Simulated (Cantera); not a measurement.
# Silicon etching in halogen gases: Si + F2 + N2 + Cl2

Feed: 1 mol Si, 0.65 mol F2, 12 mol N2, 1.7 mol Cl2, equilibrated at 0.100 bar.

These are equilibrium values from Cantera (NASA tables, ideal gas, pure condensed phases), not measurements of a reactor. Candidate condensed phases: Si, Si3N4; 24 gas species. The tables' values for SiCl3, SiF3 are old estimates; treat these amounts as uncertain. The numbers say what is thermodynamically allowed, not how fast it happens.

```csv
T (K),log p N2,log p SiCl4,log p Cl,log p Cl2,log p SiF4,log p SiCl3,log p SiF3
548,-1.05,-2.30,-10.01,-2.58,-2.61,<-13,<-13
648,-1.05,-2.30,-8.21,-2.58,-2.61,<-13,<-13
748,-1.05,-2.30,-6.88,-2.58,-2.61,<-13,<-13
848,-1.05,-2.30,-5.86,-2.58,-2.61,-12.70,<-13
948,-1.05,-2.30,-5.06,-2.58,-2.61,-10.95,-12.20
1048,-1.05,-2.30,-4.41,-2.58,-2.61,-9.54,-10.68
1148,-1.05,-2.30,-3.87,-2.59,-2.61,-8.37,-9.43
1248,-1.05,-2.30,-3.42,-2.61,-2.61,-7.38,-8.37
1348,-1.05,-2.30,-3.06,-2.66,-2.62,-6.53,-7.45
1448,-1.05,-2.30,-2.77,-2.76,-2.62,-5.77,-6.64
1548,-1.05,-2.30,-2.56,-2.92,-2.62,-5.07,-5.90
1648,-1.05,-2.31,-2.42,-3.16,-2.62,-4.41,-5.19
1748,-1.06,-2.32,-2.34,-3.45,-2.63,-3.80,-4.54
```
log p: log10 of the partial pressure in bar; nothing condenses.

From 548 K to 1748 K nothing is condensed. The main Si-bearing gas is SiCl4 throughout.
